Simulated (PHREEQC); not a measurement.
Model water analysis in mmol/kgw, 25 °C, pH 1.91, pe 12:

```csv
constituent,mmol/kgw
Na,14.9
K,2.88
Ca,22.1
Mg,5.62
Cl,10.6
S(6),42.5
Cu(2),0.0161
Br,0.396
```

Valence states are taken as typed.

All values are PHREEQC results (ion-association model, wateq4f.dat), not measurements.

No solid was allowed to form.

**Question.** What ionic strength, charge-balance error does the model give?

**Answer.** ionic strength 0.102 mol/kgw; charge-balance error 3.3 %.

**Question.** In which forms is Cu present?

**Answer.** Cu+2 63 %, CuSO4 37 %, CuCl+ 0.7 % of the Cu.

Examples of supersaturated solids here: Gypsum. Others may be too. Complexes and solids missing from the database can't appear.
